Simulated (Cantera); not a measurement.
A closed system holds: 1 mol Si(CH3)4, 0.13 mol C3H8, 3 mol H2, equilibrated at 22.0 mbar.

These are equilibrium values from Cantera (NASA tables, ideal gas, pure condensed phases), not measurements of a reactor. Candidate condensed phases: C, C6H6, C7H8, C8H18, Si, SiC; 87 gas species. Kinetics and transport are ignored. All values below are at 1950 K.

Base state: H2 0.992, H 0.00770, C2H2 (acetylene) 0.000542, Si 4.91e-5, CH4 1.05e-5 (mole fractions); condensed: C(graphite) + SiC(s).

Q: What changes in the equilibrium state with this change: Si(CH3)4 replaced by (CH3)2SiCl2?

A: 
| species | before | after |
|---|---|---|
| H2 | 0.992 | 0.738 |
| HCl | 0 | 0.244 |
| SiCl2 | 0 | 0.00932 |
| Cl | 0 | 0.00165 |
| SiCl3 | 0 | 0.000108 |
| SiCl | 0 | 7.88e-5 |
| CH4 | 1.05e-5 | 5.82e-6 |
| C2H2 (acetylene) | 0.000542 | 0.000403 |
| C(graphite), mol | 3.38 | 1.46 |
| SiC(s), mol | 0.999 | 0.928 |
The feed counts by its element totals alone. The tables' values for SiCl3, SiCl are old estimates; treat these amounts as uncertain.
